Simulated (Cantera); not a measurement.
Cantera run:

```python
import numpy as np
import cantera as ct

gas_names = [...]  # 114 gases of nasa_gas.yaml made of C, Fe, H, O
cond_names = """
    C(gr) C6H6(L) C7H8(L) C8H18(L),n-octa Fe(a) Fe(c) Fe(d) Fe(L) FeC5O5(L) FeO(s) FeO(L) Fe(OH)2(s)
    Fe(OH)3(s) Fe2O3(s) Fe3O4(s) H2O(s) H2O(L)
""".split()


# ... load() reads the species with a 1 bar reference pressure and builds the phases ...
atoms = {
    'Fe': {'Fe': 1},
    'CO2': {'C': 1, 'O': 2},
    'H2': {'H': 2},
    'O2': {'O': 2},
}
top_T = {'C(gr)': 4500, 'Fe2O3(s)': 1830, 'Fe3O4(s)': 1870}  # K; cautious upper limits of use, not melting points


# ... equilibrate(T, P, feed) seeds the gas with the atoms and calls Mixture.equilibrate('TP', solver="vcs", rtol=1e-11, max_steps=5000) ...
results = []
feed = {'Fe': 1, 'CO2': 0.011, 'H2': 17, 'O2': 0.17}  # mol
T = 975  # K
P = 10000  # Pa
mix = equilibrate(T, P, feed)
results.append((T, P, feed, dict(zip(mix.species_names, mix.species_moles))))
print(gas.report(threshold=1e-05))
for i in range(1, mix.n_phases):
    print(f"{mix.phase(i).name:16s} {mix.phase_moles(i):12.5e} mol")
```

It prints:

```
       temperature   975 K
          pressure   10000 Pa
           density   0.0029149 kg/m^3
  mean mol. weight   2.363 kg/kmol
   phase of matter   gas

                          1 kg             1 kmol
                     ---------------   ---------------
          enthalpy        6.3356e+06        1.4971e+07  J
   internal energy         2.905e+06        6.8646e+06  J
           entropy             79098        1.8691e+05  J/K
    Gibbs function       -7.0785e+07       -1.6727e+08  J
 heat capacity c_p             12854             30375  J/K
 heat capacity c_v            9335.9             22061  J/K

                      mass frac. Y      mole frac. X     chem. pot. / RT
                     ---------------   ---------------   ---------------
               CH4        0.00014101         2.077e-05           -47.383
                CO         0.0071772        0.00060549           -48.881
               CO2        0.00038003        2.0405e-05           -89.914
                H2           0.83499           0.97872           -19.767
               H2O           0.15731          0.020635             -60.8
     [ +109 minor]        2.6333e-09        3.6321e-09

C(gr)             0.00000e+00 mol
Fe(a)             1.00000e+00 mol
FeC5O5(L)         0.00000e+00 mol
FeO(s)            0.00000e+00 mol
Fe(OH)2(s)        0.00000e+00 mol
Fe(OH)3(s)        0.00000e+00 mol
Fe2O3(s)          0.00000e+00 mol
Fe3O4(s)          0.00000e+00 mol
```

Equilibrium computed with Cantera from the NASA thermochemical tables; the gas is ideal and each condensed phase is pure.
